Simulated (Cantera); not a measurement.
**Stirred combustor or abatement burner**

A perfectly stirred reactor is fed with 7.84 % CH4, 19.4 % O2, 72.8 % N2, equivalence ratio 0.81, at 7500 Torr; it is adiabatic with a 548 K inlet, and is followed from long to short residence time, starting on the burning branch (τ in s: 0.25, 0.089, 0.031, 0.011, 0.0039, 0.0014, 0.00048, 0.00017, 5.9e-05).

Cantera simulation using GRI-Mech 3.0 (53 species, 325 reactions); the numbers are that mechanism's predictions, not measurements.

```
τ (s)    T (K)     x CH4    x O2      x NO      x H2    x NO2
-------  -----  --------  ------  --------  --------  -------
0.25      2194   2.66e-7  0.0350   0.00340  0.000294  5.64e-6
0.089     2197   7.32e-7  0.0356   0.00229  0.000300  3.84e-6
0.031     2198   2.04e-6  0.0361   0.00124  0.000314  2.12e-6
0.011     2198   5.47e-6  0.0365  0.000598  0.000348  1.06e-6
0.0039    2194   1.40e-5  0.0369  0.000291  0.000432  5.66e-7
0.0014    2185   3.30e-5  0.0373  0.000165  0.000625  3.71e-7
0.00048   2166   7.48e-5  0.0383  0.000108   0.00104  2.88e-7
0.00017   2131  0.000163  0.0401   7.77e-5   0.00176  2.25e-7
5.9e-5    2070  0.000391  0.0439   5.20e-5   0.00293  1.51e-7
```
x: mole fraction; the columns are a selection and need not sum to one.
